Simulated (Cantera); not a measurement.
**Catalytic combustion on Pt**

An isothermal plug-flow reactor at 1248 K and 26000 Pa (inlet), inlet velocity 0.52 m/s, active area per volume 6100 1/m; feed CH₄ : O₂ : N₂ : H₂O = 0.0021 : 0.041 : 0.79 : 0.02 (molar parts), equivalence ratio 0.10.

Cantera simulation using Deutschmann's 1995 Pt surface mechanism with GRI-Mech 3.0 gas chemistry; the numbers are that mechanism's predictions, not measurements. Catalytic surfaces can have several steady states; this one follows from the mechanism file's or the stated starting coverage. Mass transfer to the wall is taken as infinitely fast.

```json
[
 {"z (m)": "0.00012", "x CH₄": "0.000524", "x O₂": "0.0442", "x H₂O": "0.0273", "x CO₂": "0.00193", "x CO": "1.32e-6", "θ free Pt": "0.627", "θ O*": "0.372"},
 {"z (m)": "0.00021", "x CH₄": "0.000163", "x O₂": "0.0435", "x H₂O": "0.0280", "x CO₂": "0.00229", "x CO": "4.12e-7", "θ free Pt": "0.627", "θ O*": "0.372"},
 {"z (m)": "0.00038", "x CH₄": "1.80e-5", "x O₂": "0.0432", "x H₂O": "0.0283", "x CO₂": "0.00244", "x CO": "4.66e-8", "θ free Pt": "0.628", "θ O*": "0.371"},
 {"z (m)": "0.00068", "x CH₄": "4.39e-7", "x O₂": "0.0431", "x H₂O": "0.0284", "x CO₂": "0.00245", "x CO": "2.27e-9", "θ free Pt": "0.628", "θ O*": "0.371"},
 {"z (m)": "0.0012", "x CH₄": "4.68e-8", "x O₂": "0.0431", "x H₂O": "0.0284", "x CO₂": "0.00246", "x CO": "1.02e-9", "θ free Pt": "0.628", "θ O*": "0.371"},
 {"z (m)": "0.0021", "x CH₄": "1.87e-8", "x O₂": "0.0431", "x H₂O": "0.0284", "x CO₂": "0.00246", "x CO": "6.66e-10", "θ free Pt": "0.628", "θ O*": "0.371"},
 {"z (m)": "0.0038", "x CH₄": "3.45e-9", "x O₂": "0.0431", "x H₂O": "0.0284", "x CO₂": "0.00246", "x CO": "3.37e-10", "θ free Pt": "0.628", "θ O*": "0.371"},
 {"z (m)": "0.0068", "x CH₄": "2.02e-10", "x O₂": "0.0431", "x H₂O": "0.0284", "x CO₂": "0.00246", "x CO": "1.21e-10", "θ free Pt": "0.628", "θ O*": "0.371"},
 {"z (m)": "0.012", "x CH₄": "1.10e-11", "x O₂": "0.0431", "x H₂O": "0.0284", "x CO₂": "0.00246", "x CO": "3.46e-11", "θ free Pt": "0.628", "θ O*": "0.371"}
]
```
x: gas mole fraction; θ: surface coverage.
